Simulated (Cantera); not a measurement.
A closed system holds: 1 mol CH2F2, 0.17 mol Si, at 902 °C and 13300 Pa.

Equilibrium computed with Cantera from the NASA thermochemical tables; the gas is ideal and each condensed phase is pure. Candidate condensed phases: C, C6H6, C7H8, C8H18, Si, SiC; 113 gas species. The numbers say what is thermodynamically allowed, not how fast it happens.

Question: What is the equilibrium state?

Answer: 
- x(HF): 0.721
- x(H2): 0.186
- x(SiF4): 0.0929
- x(CH4): 8.80e-5
- x(H2F2): 1.63e-6
- n(C(graphite)): 1.000 mol
- gas amount: 1.830 mol
- log10 activity of Si(s) (absent): -15.72
